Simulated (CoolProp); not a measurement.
c-C4F8 (RC318) along the isobar 3.48 MPa: Z from the reference equation and from simpler models built on Tc = 115.2 °C, pc = 2.778 MPa, ω = 0.355; each cubic takes its own stable root.

Computed with CoolProp (reference Helmholtz-energy equation of state, Platzer 1990). This equation is an older, rougher fit; its heat capacities, sound speeds and derivatives of the liquid may be far off and weren't checked against measurements.

```tsv
T (°C)	phase	reference	van der Waals	Redlich-Kwong	Soave-Redlich-Kwong	Peng-Robinson
-22.75	liquid	0.1984	0.3155	0.2184	0.2092	0.1855
-15.25	liquid	0.1955	0.3101	0.2154	0.2059	0.1826
-7.75	liquid	0.1929	0.3052	0.2128	0.2031	0.1800
-0.25	liquid	0.1905	0.3008	0.2105	0.2007	0.1778
7.25	liquid	?	0.2969	0.2087	0.1987	0.1759
14.85	liquid	0.1867	0.2934	0.2072	0.1970	0.1744
22.35	liquid	0.1852	0.2904	0.2062	0.1958	0.1732
29.85	liquid	?	0.2878	0.2055	0.1950	0.1725
37.35	liquid	0.1832	0.2858	0.2053	0.1947	0.1722
44.85	liquid	0.1827	0.2842	0.2056	0.1948	0.1723
52.35	liquid	0.1825	0.2832	0.2063	0.1955	0.1730
59.85	liquid	0.1828	0.2827	0.2077	0.1969	0.1742
67.35	liquid	0.1835	0.2829	0.2098	0.1990	0.1762
74.85	liquid	0.1848	0.2838	0.2127	0.2021	0.1791
82.35	liquid	0.1869	?	0.2166	0.2064	0.1831
89.85	liquid	?	0.2885	0.2219	0.2124	0.1888
```

**Question.** What belongs in the gaps?

**Answer.** 
- 7.25, reference: 0.1885
- 29.85, reference: 0.1841
- 82.35, van der Waals: 0.2856
- 89.85, reference: 0.1899
